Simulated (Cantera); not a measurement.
**Adiabatic ignition**

An adiabatic, constant-pressure homogeneous reactor starts with 37.8 % CO, 0.491 % H2, 12.3 % O2, 46.1 % N2, 3.32 % CO2, at 1823 K and 1.01 bar.

Computed with Cantera and GRI-Mech 3.0 (53 species, 325 reactions).

```
t (s)     T (K)   x CO      x H2    x O2    x H2O2   x CO2
--------  -----  -----  --------  ------  --------  ------
1.00e-6    1823  0.378   0.00491   0.123  2.66e-11  0.0332
2.93e-6    1823  0.378   0.00491   0.123  7.70e-11  0.0333
8.58e-6    1823  0.378   0.00489   0.123  2.41e-10  0.0333
2.51e-5    1835  0.367   0.00135   0.112   5.12e-8  0.0440
7.37e-5    2034  0.302  0.000180  0.0583   1.49e-8   0.114
0.000216   2410  0.274  0.000275  0.0491   7.39e-9   0.153
0.000632   2785  0.245  0.000330  0.0391   4.99e-9   0.195
0.00185    2873  0.236  0.000342  0.0326   5.54e-9   0.207
0.00543    2871  0.236  0.000346  0.0317   5.49e-9   0.208
0.0159     2871  0.236  0.000346  0.0317   5.49e-9   0.208
0.0466     2871  0.236  0.000346  0.0317   5.49e-9   0.208
0.137      2871  0.236  0.000346  0.0317   5.49e-9   0.208
0.400      2871  0.236  0.000346  0.0317   5.49e-9   0.208
```
x: mole fraction; the columns are a selection and need not sum to one.

```yaml
time_of_steepest_temperature_rise: 52.5 µs
temperature at 0.400 s: 2871 K
equilibrium_temperature: 2871 K
x(CO) at 0.400 s: 0.236 (gas-phase equilibrium 0.236)
x(H2) at 0.400 s: 0.000346 (gas-phase equilibrium 0.000346)
x(O2) at 0.400 s: 0.0317 (gas-phase equilibrium 0.0317)
```
